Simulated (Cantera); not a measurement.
An isothermal, constant-pressure homogeneous reactor starts with 5.26 % C₃H₈, 94.7 % H₂, at 1475 K and 0.474 atm.

Cantera simulation using GRI-Mech 3.0 (53 species, 325 reactions); the numbers are that mechanism's predictions, not measurements. GRI-Mech 3.0 was tuned for natural gas; its chemistry of propane as a main component is partial and can be far from experiment. GRI-Mech 3.0 stops at C3 and has no aromatics, soot or wall deposition, so with more carbon than oxygen in the feed, carbon stays in small species such as C2H2 where larger ones or solid carbon would form.

One state of this run: x C₃H₈ = 5.46e-8; x H₂ = 0.901; x CH₄ = 0.0518; x C₂H = 1.44e-9; x CH₃ = 3.09e-5; x C₂H₄ = 0.0165. x: mole fraction; the columns are a selection and need not sum to one.

Task: Which value of t (s) does it belong to?
A. 0.000702
B. 0.0164
C. 0.000245
D. 0.0470

Result: B, 0.0164
